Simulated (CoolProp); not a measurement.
Values from CoolProp's reference Helmholtz-energy equation of state, Guder 2009.

Problem. For sulfur hexafluoride, give the phase and the cv (kJ/(kg K)), viscosity (µPa s), conductivity (mW/(m K)) at 258.1 K and 0.00594 MPa; 258.1 K and 0.0285 MPa.

Solution. 
- 258.1 K and 0.00594 MPa: gas; cv 0.537, viscosity 13.4, conductivity 10.0
- 258.1 K and 0.0285 MPa: gas; cv 0.538, viscosity 13.4, conductivity 10.0

Viscosity comes from a separate model (Quiñones-Cisneros 2012). Thermal conductivity comes from a separate model (Assael 2012).
